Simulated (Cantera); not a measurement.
A perfectly stirred reactor is fed with H2 : O2 : N2 = 0.0088 : 1 : 3.7 (molar parts), equivalence ratio 0.0044, at 1330 Pa; it is held at 1175 K, and followed from long to short residence time.

Cantera simulation using GRI-Mech 3.0 (53 species, 325 reactions); the numbers are that mechanism's predictions, not measurements. Radical loss at walls, strong at low pressure, is not modelled.

x: mole fraction; the columns are a selection and need not sum to one.

```
τ (s)       x H2   x O2      x NO     x NO2       x H    x HO2   x H2O2
------  --------  -----  --------  --------  --------  -------  -------
3.5      1.20e-5  0.211   1.54e-8  2.83e-12   1.23e-5  1.21e-7  2.91e-9
1.4      2.06e-5  0.211   1.06e-8  1.59e-12   2.45e-5  1.56e-7  3.55e-9
0.59     3.58e-5  0.211   7.13e-9    <1e-12   4.21e-5  1.92e-7  4.32e-9
0.25     6.54e-5  0.211   4.38e-9    <1e-12   6.43e-5  2.31e-7  5.51e-9
0.10    0.000131  0.211   2.28e-9    <1e-12   9.01e-5  2.77e-7  7.66e-9
0.042   0.000261  0.211   1.04e-9    <1e-12  0.000110  3.20e-7  1.08e-8
0.017        [?]  0.211  3.42e-10    <1e-12  0.000112  3.52e-7      [?]
0.0072       [?]  0.212  5.83e-11    <1e-12       [?]  3.39e-7      [?]
```

### Question
Complete the blanks.

### Answer

- 0.017, x H2: 0.000533
- 0.017, x H2O2: 1.40e-8
- 0.0072, x H2: 0.00102
- 0.0072, x H: 7.54e-5
- 0.0072, x H2O2: 1.25e-8
